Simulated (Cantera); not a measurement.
A perfectly stirred reactor is fed with CH4 : H2 : O2 : N2 = 1 : 0.075 : 4.63 : 17.4 (molar parts), equivalence ratio 0.44, at 500000 Pa; it is adiabatic with a 550 K inlet, and is followed from long to short residence time, starting on the burning branch (τ in s: 0.027, 0.0087, 0.0028, 0.00092, 0.0003, 9.8e-05, 3.2e-05, 1e-05, 3.4e-06).

Detailed kinetics in Cantera: GRI-Mech 3.0 (53 species, 325 reactions).

What does this change do: 0.9 parts CO2 added?


```json
[
 {"quantity": "blow-out, bracketed by the residence times tried", "before": "burning at 2.80 ms, out at 0.920 ms", "after": "burning at 2.80 ms, out at 0.920 ms"},
 {"quantity": "x(CH4) at τ = 27.0 ms", "before": "3.89e-5", "after": "5.93e-5"},
 {"quantity": "x(H2) at τ = 27.0 ms", "before": "2.23e-5", "after": "2.70e-5"},
 {"quantity": "x(O2) at τ = 27.0 ms", "before": "0.113", "after": "0.109"},
 {"quantity": "x(CH3) at τ = 27.0 ms", "before": "5.19e-6", "after": "6.63e-6"},
 {"quantity": "x(CH2CO) at τ = 27.0 ms", "before": "6.02e-8", "after": "1.69e-7"},
 {"quantity": "x(CH4) at τ = 0.300 ms", "before": "0.0433", "after": "0.0417"},
 {"quantity": "x(H2) at τ = 0.300 ms", "before": "0.00325", "after": "0.00312"},
 {"quantity": "x(O2) at τ = 0.300 ms", "before": "0.200", "after": "0.193"},
 {"quantity": "x(CH3) at τ = 0.300 ms", "before": "<1e-12", "after": "<1e-12"},
 {"quantity": "x(CH2CO) at τ = 0.300 ms", "before": "<1e-12", "after": "<1e-12"}
]
```

What does this change do: N2 17.4 to 22 parts?


```csv
quantity,before,after
"blow-out, bracketed by the residence times tried","burning at 2.80 ms, out at 0.920 ms","burning at 8.70 ms, out at 2.80 ms"
x(CH4) at τ = 27.0 ms,3.89e-5,0.000166
x(H2) at τ = 27.0 ms,2.23e-5,5.98e-5
x(O2) at τ = 27.0 ms,0.113,0.0948
x(CH3) at τ = 27.0 ms,5.19e-6,1.02e-5
x(CH2CO) at τ = 27.0 ms,6.02e-8,1.37e-6
x(CH4) at τ = 0.300 ms,0.0433,0.0361
x(H2) at τ = 0.300 ms,0.00325,0.00271
x(O2) at τ = 0.300 ms,0.200,0.167
x(CH3) at τ = 0.300 ms,<1e-12,<1e-12
x(CH2CO) at τ = 0.300 ms,<1e-12,<1e-12
```

What does this change do: 2 parts H2O added?


| quantity | before | after |
|---|---|---|
| blow-out, bracketed by the residence times tried | burning at 2.80 ms, out at 0.920 ms | burning at 8.70 ms, out at 2.80 ms |
| x(CH4) at τ = 27.0 ms | 3.89e-5 | 0.000104 |
| x(H2) at τ = 27.0 ms | 2.23e-5 | 4.76e-5 |
| x(O2) at τ = 27.0 ms | 0.113 | 0.104 |
| x(CH3) at τ = 27.0 ms | 5.19e-6 | 9.54e-6 |
| x(CH2CO) at τ = 27.0 ms | 6.02e-8 | 6.45e-7 |
| x(CH4) at τ = 0.300 ms | 0.0433 | 0.0398 |
| x(H2) at τ = 0.300 ms | 0.00325 | 0.00299 |
| x(O2) at τ = 0.300 ms | 0.200 | 0.184 |
| x(CH3) at τ = 0.300 ms | <1e-12 | <1e-12 |
| x(CH2CO) at τ = 0.300 ms | <1e-12 | <1e-12 |
